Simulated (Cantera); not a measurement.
A closed system holds: 1 mol Si₃N₄, 0.96 mol O₂, 940 mol H₂, at 1073.15 K and 0.360 bar.

Method: chemical equilibrium by Gibbs-energy minimisation in Cantera with the NASA 1993 tables (ideal gas, pure condensed phases). Candidate condensed phases: H₂O, Si, SiO₂, Si₂N₂O, Si₃N₄; 35 gas species. Mutual solubility and eutectic melting of coexisting phases are not modelled. Rates play no part.

Base state: H₂ 0.999, N₂ 0.000674, H₂O 1.31e-5 (mole fractions); condensed: SiO₂(β-quartz) + Si₂N₂O(s).

### Question
What changes in the equilibrium state with this change: temperature from 1073.15 K to 1573.15 K?

### Answer
```tsv
species	before	after
H₂	0.999	0.998
N₂	0.000674	0.000857
SiO	<1e-9	0.000592
H	2.34e-8	6.78e-5
H₂O	1.31e-5	6.02e-5
SiO₂(β-quartz), mol	0.272	0.0566
Si₂N₂O(s), mol	1.36	1.19
```
The tables hold silica as quartz up to 1696 K and as liquid above; real silica turns to tridymite and cristobalite and melts near 1996 K.
